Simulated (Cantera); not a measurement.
An isothermal, constant-pressure homogeneous reactor starts with CH4 : H2O = 1.7 : 2.8 (molar parts), at 1698 K and 9.87 atm.

Computed with Cantera and GRI-Mech 3.0 (53 species, 325 reactions).

One state of this run: x CH4 = 0.0847; x H2O = 0.440; x O2 = 2.68e-11; x H = 2.75e-5; x C2H6 = 0.000124. x: mole fraction; the columns are a selection and need not sum to one.

Problem. Which value of t (s) does it belong to?
A) 0.0185
B) 0.00543
C) 29.3
D) 8.58

Solution. A, 0.0185
